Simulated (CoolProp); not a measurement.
R124 at several states: Z from the reference equation and from simpler models built on Tc = 122.3 °C, pc = 3.624 MPa, ω = 0.288; each cubic takes its own stable root.

The numbers come from the reference Helmholtz-energy equation of state, de Vries 1995 in CoolProp.

```json
[
 {"T (°C)": "2.65", "p (MPa)": "0.113", "phase": "gas", "reference": "0.9609"},
 {"T (°C)": "54.95", "p (MPa)": "0.101", "phase": "gas", "reference": "0.9814"},
 {"T (°C)": "-37.25", "p (MPa)": "0.0847", "phase": "liquid", "reference": "0.003810"}
]
```

### Question
How far does each simpler model (van der Waals, Soave-Redlich-Kwong) lie from the reference over these 3 states: mean and median of the absolute difference, and the worst?

### Answer
- van der Waals: mean 8512.5 %, median 1.8 %, worst +25535.2 % at -37.25 °C and 0.0847 MPa
- Soave-Redlich-Kwong: mean 3.3 %, median 0.6 %, worst +9.2 % at -37.25 °C and 0.0847 MPa

At some of these states van der Waals gives the other phase, because its saturation line lies elsewhere.
